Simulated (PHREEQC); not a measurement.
Dissolve 0.076 mmol/kgw HCl at 65 °C. Closed to the air; pH follows from the charge balance.

Equilibrium calculation in PHREEQC: ion-association model, phreeqc.dat.

No solid was allowed to form.

**Question.** Predict the pH.

**Answer.** pH 4.12.

Constants without temperature data keep their 25 °C values here.
